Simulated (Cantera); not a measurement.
A closed system holds: 1 mol Si3N4, 2.5 mol H2O, 260 mol H2, equilibrated at 41.0 Pa.

Equilibrium computed with Cantera from the NASA thermochemical tables; the gas is ideal and each condensed phase is pure. Candidate condensed phases: H2O, Si, SiO2, Si2N2O, Si3N4; 35 gas species. Equilibrium is a limit: real reactors are often held back by kinetics, nucleation or transport. All values below are at 1948 K.

Base state: H2 0.928, H 0.0538, SiO 0.00909, N2 0.00728, Si 0.00179, SiH 2.68e-5 (mole fractions); condensed: gas only.

### Question
What changes in the equilibrium state with this change: H2O from 2.5 to 0.13 mol?

### Answer
```
species   before     after
-------  -------  --------
H2         0.928     0.928
H         0.0538    0.0538
Si       0.00179    0.0103
SiO      0.00909  0.000477
Si2      5.14e-7   1.71e-5
SiH      2.68e-5  0.000155
SiH2     2.29e-6   1.32e-5
N2       0.00728   0.00734
```
Gases not in the tables: Si2H6 and higher silanes.

### Question
What changes in the equilibrium state with this change: pressure from 41.0 Pa to 36.0 mbar?

### Answer
```json
[
 {"species": "H2", "before": "0.928", "after": "0.976"},
 {"species": "SiO", "before": "0.00909", "after": "0.00933"},
 {"species": "N2", "before": "0.00728", "after": "0.00746"},
 {"species": "H", "before": "0.0538", "after": "0.00589"},
 {"species": "Si", "before": "0.00179", "after": "0.000645"},
 {"species": "SiH2", "before": "2.29e-6", "after": "7.65e-5"},
 {"species": "SiH", "before": "2.68e-5", "after": "9.30e-5"},
 {"species": "Si(l), mol", "before": "0", "after": "0.274"}
]
```
Gases not in the tables: Si2H6 and higher silanes.
